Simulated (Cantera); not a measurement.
Source: NASA polynomial tables (part measured, part estimated), evaluated in Cantera. Values are per mole of reaction as written; species without (g) are pure solids or liquids, kept so even where they would boil at 1 bar. TiC: taken at fixed stoichiometry.

Problem. Between 925 and 1925 K, where is each reaction favourable under standard conditions?
- C₂H₄(g) + Ti → TiC + CH₄(g)

Solution. 
- C₂H₄(g) + Ti → TiC + CH₄(g): ΔG° is -275 kJ at 925 K and -234 kJ at 1925 K; it stays negative (K > 1). ΔH° is -314 kJ and ΔS° -41 J/K at 1925 K.
